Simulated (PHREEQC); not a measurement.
Consider water at 25 °C with 0.0013 mol KHCO3, 0.00047 mol Na2B4O7 and 0.1 mol KCl per kg of water. Closed to the air; pH follows from the charge balance.

All values are PHREEQC results (ion-association model, wateq4f.dat), not measurements.

```yaml
pH: 8.99
ionic_strength: 0.102 mol/kgw
total_alkalinity: 2.24 meq/kg
```

```
species  molality  activity   log γ
-------  --------  --------  ------
K+          0.101    0.0772  -0.118
Cl-         0.100    0.0762  -0.118
HCO3-     0.00119  0.000933  -0.104
H3BO3     0.00106   0.00109   0.010
Na+      0.000939  0.000733  -0.107
H2BO3-   0.000818  0.000607  -0.129
CO3-2    0.000111   4.25e-5  -0.416
OH-       1.27e-5   9.68e-6  -0.119
CO2       2.12e-6   2.17e-6   0.010
NaCO3-    7.37e-7   5.80e-7  -0.104
NaHCO3    3.76e-7   3.85e-7   0.010
H+        1.25e-9   1.03e-9  -0.084
```

This is a speciation only: nothing precipitates in the calculation. Complexes and solids missing from the database can't appear.
